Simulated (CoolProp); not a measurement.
A single-stage vapour-compression cycle with the fluid: evaporating at 329.15 K (dew point), condensing at 368.15 K (bubble point), superheat 0 K, subcooling 0 K, compressor efficiency 0.7, no pressure losses. The same conditions are run with several fluids, on thermodynamics alone (safety and materials aside).

The numbers come from the reference Helmholtz-energy equation of state of each fluid (hexamethyldisiloxane (MM): Thol 2016; R123: Younglove 1994; benzene: Thol 2012; chlorine: Thol 2021; ethanol: Schroeder 2014; R113: Marx 1992) in CoolProp.

Rank hexamethyldisiloxane (MM), R123, benzene, chlorine, ethanol, R113 by cooling COP, highest first.

ethanol (5.37), benzene (5.28), R113 (4.89), R123 (4.84), chlorine (4.67), hexamethyldisiloxane (MM) (4.49)

```
fluid                      pressure ratio  discharge temperature (K)  refrigerating effect (kJ/kg)  volumetric capacity (kJ/m³)
-------------------------  --------------  -------------------------  ----------------------------  ---------------------------
hexamethyldisiloxane (MM)            3.84                      368.1                           135                          183
R123                                 2.76                      370.1                           115                         1780
benzene                              3.47                      381.8                           337                          444
chlorine                             2.15                      415.8                           177                         9200
ethanol                              4.83                      417.5                           770                          514
R113                                 2.92                      368.2                           104                          991
```

The compression ends wet for: hexamethyldisiloxane (MM); R113.
